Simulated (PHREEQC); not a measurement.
Model water analysis in mg/kgw, 25 °C, pH 6.67, pe 12.4:

| constituent | mg/kgw |
|---|---|
| Na | 6510 |
| K | 2780 |
| Ca | 696 |
| Mg | 898 |
| Cl | 13600 |
| S(6) as SO4 | 3280 |
| Alkalinity as HCO3 | 204 |
| Cu(2) | 8.17 |
| Sr | 19.1 |

Valence states are taken as typed.

The numbers come from PHREEQC with the ion-association model, wateq4f.dat.

No solid was allowed to form.

Question: Estimate the ionic strength, charge-balance error.

Answer: ionic strength 0.496 mol/kgw; charge-balance error 1.0 %.

Question: In which forms is C present?

Answer: HCO3- 65 %, CO2 19 %, MgHCO3+ 7.0 %, NaHCO3 4.4 %, CaHCO3+ 3.1 %, CuCO3 0.6 % of the C.

Saturation is exceeded, for instance for Atacamite, Malachite; the values hold only as long as no solid forms.
